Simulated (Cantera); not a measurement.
Feed: 1 mol B2O3, a varied amount of H2O, 0.85 mol N2, at 21.0 Pa.

Equilibrium computed with Cantera from the NASA thermochemical tables; the gas is ideal and each condensed phase is pure. Candidate condensed phases: B, BN, B2O3, B3O3H3, H2O; 39 gas species. Kinetics and transport are ignored.

Stable condensed phases, one row left out:

```
T in K \ n(H2O) in mol
         0.28 0.45  0.7  1.1  1.8  2.8  4.4
   1475     A    A    A    A    B    B    B
   1425     A    A    A    A    A    B    B
   1375     A    A    A    A    A    A    B
   1275     A    A    A    A    A    A    A
   1225     A    A    A    A    A    A    A
   1175     A    A    A    A    A    A    A
   1125     A    A    A    A    A    A    A
   1075     A    A    A    A    A    A    A
   1025     A    A    A    A    A    A    A
    975     A    A    A    A    A    A    A
    925     A    A    A    A    A    A    A
```

A: B2O3; B: gas only.

**Question.** Give the row for 1325 K.

**Answer.** 0.28: B2O3; 0.45: B2O3; 0.7: B2O3; 1.1: B2O3; 1.8: B2O3; 2.8: B2O3; 4.4: B2O3.
